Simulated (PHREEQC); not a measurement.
Solution (81 °C): 0.0016 mol NH4HS and 0.15 mol HCl per kg of water. Closed to the air; pH follows from the charge balance.

Model: ion-association model, phreeqc.dat, run in PHREEQC.

No solid was allowed to form.

### Question
Predict the pH, specific conductance, density.

### Answer
pH 0.93; specific conductance 127000 µS/cm; density 0.974 g/cm³.

Away from 25 °C the constants follow the database's enthalpies or fits; those with neither stay at their 25 °C values.
